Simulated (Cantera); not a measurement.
Mixture: H2 : O2 : N2 = 1 : 1 : 3.76 (molar parts), equivalence ratio 0.50, at 99000 Pa, adiabatic and at constant pressure. Ignition delay is the time to a rise of 400 K.

Model: GRI-Mech 3.0 (53 species, 325 reactions), integrated in Cantera. Where the delays flatten at high temperature, the 400 K rule measures the pace of heat release, not the induction time.

Task: Predict: delay at 1150 K; delay at 1300 K; delay at 1450 K; delay at 1600 K; delay at 1750 K.

Result: 
| Item | Result |
|---|---|
| delay at 1150 K | 68.2 µs |
| delay at 1300 K | 35.8 µs |
| delay at 1450 K | 26.6 µs |
| delay at 1600 K | 25.0 µs |
| delay at 1750 K | 27.2 µs |
